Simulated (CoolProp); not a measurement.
Saturated liquid density (kg/m³) of R113: the reference equation beside estimates from Tc = 214.1 °C, pc = 3392 kPa, ω = 0.253.

The numbers come from the reference Helmholtz-energy equation of state, Marx 1992 in CoolProp.

| T (°C) | reference | van der Waals | Redlich-Kwong | Soave-Redlich-Kwong | Peng-Robinson |
|---|---|---|---|---|---|
| 75.25 | 1437 | 883.7 | 1277 | 1330 | 1507 |
| 78.55 | 1428 | 878.2 | 1267 | 1321 | 1497 |
| 81.85 | 1420 | 872.6 | 1258 | 1311 | 1486 |
| 85.15 | 1411 | 867.0 | 1247 | 1302 | 1475 |
| 88.35 | 1402 | 861.5 | 1238 | 1292 | 1465 |
| 91.65 | 1392 | 855.7 | 1227 | 1282 | 1454 |
| 94.95 | 1383 | 849.8 | 1217 | 1272 | 1442 |
| 98.15 | 1374 | 844.0 | 1206 | 1262 | 1431 |
| 101.45 | 1364 | 837.9 | 1195 | 1251 | 1419 |
| 104.75 | 1355 | 831.7 | 1184 | 1240 | 1407 |
| 108.05 | 1345 | 825.5 | 1173 | 1229 | 1394 |
| 111.25 | 1335 | 819.3 | 1162 | 1218 | 1382 |

Absolute difference from the reference over all 12 rows, mean and median: van der Waals 38.6 and 38.6 %, Redlich-Kwong 12.0 and 11.9 %, Soave-Redlich-Kwong 8.0 and 8.0 %, Peng-Robinson 4.3 and 4.4 %.
